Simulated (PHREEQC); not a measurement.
**Acid rinse or clean**

A solution holds 0.022 mol HCl, 0.0057 mol ZnSO4 and 0.079 mol CuCl2 per kg of water, at 90 °C. Closed to the air; pH follows from the charge balance.

All values are PHREEQC results (ion-association model, phreeqc.dat), not measurements.

Each row changes one thing in this solution. This is a speciation only: nothing precipitates in the calculation.

| case | pH | ionic strength (mol/kgw) | Cl- (mol/kgw) | CuCl+ (mol/kgw) | Cu+2 (mol/kgw) | CuCl2 (mol/kgw) |
|---|---|---|---|---|---|---|
| as made | 1.84 | 0.169 | 0.128 | 0.0440 | 0.0315 | 0.00253 |
| CuCl2 from 0.079 to 0.0079 mol/kgw | 1.83 | 0.0495 | [?] | 0.00265 | 0.00493 | 5.26e-5 |
| HCl from 0.022 to 0.011 mol/kgw | [?] | 0.162 | 0.118 | 0.0428 | 0.0325 | 0.00231 |
| ZnSO4 from 0.0057 to 0.00285 mol/kgw | 1.80 | 0.165 | 0.129 | 0.0446 | 0.0314 | 0.00259 |
| ZnSO4 left out | 1.76 | 0.161 | 0.130 | 0.0451 | 0.0313 | 0.00266 |
| temperature from 90 to 35 °C | 1.79 | 0.239 | 0.164 | 0.0135 | 0.0628 | 0.000614 |
| diluted 2-fold with water | 2.11 | 0.0947 | 0.0692 | 0.0183 | 0.0200 | 0.000657 |

**Question.** Fill in the missing entries.

**Answer.** 
- CuCl2 from 0.079 to 0.0079 mol/kgw, Cl- (mol/kgw): 0.0334
- HCl from 0.022 to 0.011 mol/kgw, pH: 2.17

Away from 25 °C the constants follow the database's enthalpies or fits; those with neither stay at their 25 °C values.
